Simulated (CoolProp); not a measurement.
Vapour pressure (kPa) of carbonyl sulfide: the reference equation beside estimates from Tc = 378.8 K, pc = 6369 kPa, ω = 0.098. Clausius-Clapeyron is anchored at 224.7 K with a constant enthalpy of vaporisation of 18.49 kJ/mol.

The numbers come from the reference Helmholtz-energy equation of state, Lemmon 2006 in CoolProp. It is a short technical equation, of lower accuracy than the large ones.

```json
[
 {"T (K)": "197.9", "reference": "26.79", "Lee-Kesler": "26.29", "Clausius-Clapeyron": "28.70", "van der Waals": "237.0", "Redlich-Kwong": "25.93", "Soave-Redlich-Kwong": "26.27", "Peng-Robinson": "27.84"},
 {"T (K)": "201.7", "reference": "33.57", "Lee-Kesler": "32.96", "Clausius-Clapeyron": "35.46", "van der Waals": "267.9", "Redlich-Kwong": "33.06", "Soave-Redlich-Kwong": "32.95", "Peng-Robinson": "34.73"},
 {"T (K)": "205.5", "reference": "41.67", "Lee-Kesler": "40.95", "Clausius-Clapeyron": "43.48", "van der Waals": "301.6", "Redlich-Kwong": "41.67", "Soave-Redlich-Kwong": "40.94", "Peng-Robinson": "42.92"},
 {"T (K)": "209.3", "reference": "51.27", "Lee-Kesler": "50.43", "Clausius-Clapeyron": "52.92", "van der Waals": "338.2", "Redlich-Kwong": "51.96", "Soave-Redlich-Kwong": "50.41", "Peng-Robinson": "52.61"},
 {"T (K)": "213.2", "reference": "62.88", "Lee-Kesler": "61.91", "Clausius-Clapeyron": "64.27", "van der Waals": "378.8", "Redlich-Kwong": "64.52", "Soave-Redlich-Kwong": "61.89", "Peng-Robinson": "64.29"},
 {"T (K)": "217", "reference": "76.11", "Lee-Kesler": "75.03", "Clausius-Clapeyron": "77.15", "van der Waals": "421.5", "Redlich-Kwong": "78.91", "Soave-Redlich-Kwong": "74.99", "Peng-Robinson": "77.57"},
 {"T (K)": "220.8", "reference": "91.45", "Lee-Kesler": "90.26", "Clausius-Clapeyron": "92.03", "van der Waals": "467.4", "Redlich-Kwong": "95.69", "Soave-Redlich-Kwong": "90.20", "Peng-Robinson": "92.93"},
 {"T (K)": "224.7", "reference": "109.6", "Lee-Kesler": "108.3", "Clausius-Clapeyron": "109.6", "van der Waals": "518.0", "Redlich-Kwong": "115.7", "Soave-Redlich-Kwong": "108.2", "Peng-Robinson": "111.1"},
 {"T (K)": "228.5", "reference": "129.9", "Lee-Kesler": "128.6", "Clausius-Clapeyron": "129.2", "van der Waals": "570.8", "Redlich-Kwong": "138.0", "Soave-Redlich-Kwong": "128.4", "Peng-Robinson": "131.4"},
 {"T (K)": "232.3", "reference": "153.0", "Lee-Kesler": "151.6", "Clausius-Clapeyron": "151.5", "van der Waals": "627.2", "Redlich-Kwong": "163.6", "Soave-Redlich-Kwong": "151.4", "Peng-Robinson": "154.4"},
 {"T (K)": "236.1", "reference": "179.2", "Lee-Kesler": "177.8", "Clausius-Clapeyron": "176.8", "van der Waals": "687.2", "Redlich-Kwong": "192.5", "Soave-Redlich-Kwong": "177.5", "Peng-Robinson": "180.5"},
 {"T (K)": "240", "reference": "209.5", "Lee-Kesler": "208.1", "Clausius-Clapeyron": "206.0", "van der Waals": "752.6", "Redlich-Kwong": "226.1", "Soave-Redlich-Kwong": "207.8", "Peng-Robinson": "210.7"},
 {"T (K)": "243.8", "reference": "242.6", "Lee-Kesler": "241.3", "Clausius-Clapeyron": "238.0", "van der Waals": "820.3", "Redlich-Kwong": "262.9", "Soave-Redlich-Kwong": "241.0", "Peng-Robinson": "243.7"},
 {"T (K)": "247.6", "reference": "279.6", "Lee-Kesler": "278.4", "Clausius-Clapeyron": "273.8", "van der Waals": "892.0", "Redlich-Kwong": "303.9", "Soave-Redlich-Kwong": "278.0", "Peng-Robinson": "280.6"}
]
```

Absolute difference from the reference over all 14 rows, mean and median: Lee-Kesler 1.2 and 1.2 %, Clausius-Clapeyron 2.4 and 1.8 %, van der Waals 432.5 and 391.9 %, Redlich-Kwong 4.9 and 5.1 %, Soave-Redlich-Kwong 1.3 and 1.3 %, Peng-Robinson 1.7 and 1.5 %.
